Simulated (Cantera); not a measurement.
Cantera run:

```python
import numpy as np
import cantera as ct

gas_names = """
    N NO NO2 NO3 N2 N2O O O2 O3 Si SiN SiO SiO2 Si2 Si2N Si3
""".split()
cond_names = """
    Si(cr) Si(L) SiO2(Lqz) SiO2(hqz) SiO2(L) Si2N2O(s) Si3N4(a)
""".split()


# ... load() reads the species with a 1 bar reference pressure and builds the phases ...
atoms = {
    'Si3N4': {'Si': 3, 'N': 4},
    'N2O': {'N': 2, 'O': 1},
    'N2': {'N': 2},
}
top_T = {'Si2N2O(s)': 2100, 'Si3N4(a)': 2400}  # K; cautious upper limits of use, not melting points


# ... equilibrate(T, P, feed) seeds the gas with the atoms and calls Mixture.equilibrate('TP', solver="vcs", rtol=1e-11, max_steps=5000) ...
results = []
feed = {'Si3N4': 1, 'N2O': 0.016, 'N2': 1.3}  # mol
P = 18  # Pa
for T in [1150, 1300, 1450, 1600, 1750, 1900, 2050, 2200]:
    mix = equilibrate(T, P, feed)
    results.append((T, P, feed, dict(zip(mix.species_names, mix.species_moles))))

top = {s: max(r[3][s] / sum(r[3][g] for g in gas_names) for r in results) for s in gas_names}
cols = sorted((s for s in top if top[s] > 0.001), key=lambda s: -top[s])[:8]
seen = [c for c in cond_names if any(r[3].get(c, 0) > 1e-12 for r in results)]
print("log10 of partial pressures in bar; condensed amounts in mol")
print(f"{'T/K':>10s}" + "".join(f"{s[:9]:>10s}" for s in cols + seen))
for T, P, feed, n in results:
    ng = sum(n[g] for g in gas_names)
    print(f"{T:10.4g}" + "".join(f"{np.log10(max(n[s] / ng * P / 1e5, 1e-99)):10.3f}" for s in cols)
          + "".join(f"{n.get(c, 0):10.4g}" for c in seen))
```

Result:

```
log10 of partial pressures in bar; condensed amounts in mol
       T/K        N2        Si       Si2       SiO      Si2N       Si3    Si(cr)     Si(L) Si2N2O(s)  Si3N4(a)
      1150    -3.745   -15.706   -23.028   -12.414   -19.697   -27.196         0         0     0.016    0.9893
      1300    -3.745   -12.069   -17.386    -9.360   -15.057   -20.043         0         0     0.016    0.9893
      1450    -3.745    -9.193   -12.928    -6.950   -11.392   -14.397         0         0   0.01518    0.9896
      1600    -3.747    -7.011    -9.614    -6.064    -8.725   -10.274     2.982         0         0         0
      1750    -3.751    -5.824    -8.110    -6.067    -7.756    -8.721         0     2.955         0         0
      1900    -3.779    -4.899    -6.994    -6.095    -7.104    -7.641         0     2.723         0         0
      2050    -3.997    -4.112    -6.045    -6.312    -6.647    -6.725         0    0.3468         0         0
      2200    -4.024    -4.074    -6.510    -6.340    -7.455    -7.859         0         0         0         0
```

Cantera equilibrium calculation (NASA polynomials, part measured and part estimated; ideal gas, pure solids and liquids). Mutual solubility and eutectic melting of coexisting phases are not modelled. The tables' values for SiN are old estimates; treat these amounts as uncertain.
